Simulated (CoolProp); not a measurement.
p-xylene along the isobar 1.01 bar: density (kg/m³) from the reference equation and from simpler models built on Tc = 616.2 K, pc = 35.32 bar, ω = 0.324; each cubic takes its own stable root.

Values from CoolProp's reference Helmholtz-energy equation of state, Zhou 2012.

| T (K) | phase | reference |
|---|---|---|
| 291.9 | liquid | 862.2 |
| 302 | liquid | 853.4 |
| 312.1 | liquid | 844.6 |
| 322.3 | liquid | 835.7 |
| 332.4 | liquid | 826.8 |
| 342.5 | liquid | 817.8 |
| 352.7 | liquid | 808.6 |
| 362.8 | liquid | 799.4 |
| 372.9 | liquid | 790.1 |
| 383 | liquid | 780.6 |
| 393.2 | liquid | 770.9 |
| 403.3 | liquid | 761.1 |
| 413.4 | gas | 3.270 |
| 423.5 | gas | 3.178 |
| 433.7 | gas | 3.091 |
| 443.8 | gas | 3.010 |

Problem. How far does each simpler model (van der Waals, Peng-Robinson) lie from the reference over these 16 states: mean and median of the absolute difference, and the worst?

Solution. 
- van der Waals: mean 68.2 %, median 99.5 %, worst -99.6 % at 403.3 K and 1.01 bar
- Peng-Robinson: mean 1.8 %, median 1.7 %, worst -3.2 % at 291.9 K and 1.01 bar

At some of these states van der Waals gives the other phase, because its saturation line lies elsewhere.
